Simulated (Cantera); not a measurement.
## Thermodynamics of silicon nitride deposition, feed Si2Cl6 + NH3 + H2

A closed system holds: 1 mol Si2Cl6, 17 mol NH3, 100 mol H2, equilibrated at 1223 K and 1000 Pa.

Equilibrium computed with Cantera from the NASA thermochemical tables; the gas is ideal and each condensed phase is pure. Candidate condensed phases: NH4Cl, Si, Si3N4; 28 gas species. The feed counts by its element totals alone. The numbers say what is thermodynamically allowed, not how fast it happens.

```yaml
x(H2): 0.903
x(N2): 0.0528
x(HCl): 0.0442
x(SiCl2): 1.20e-5
x(H): 2.86e-6
x(SiCl3): 1.26e-6
x(SiCl4): 1.05e-6
n(Si3N4(s)): 0.666 mol
gas_amount: 135.7 mol
log10 activity of Si(s) (absent): -2.64
```
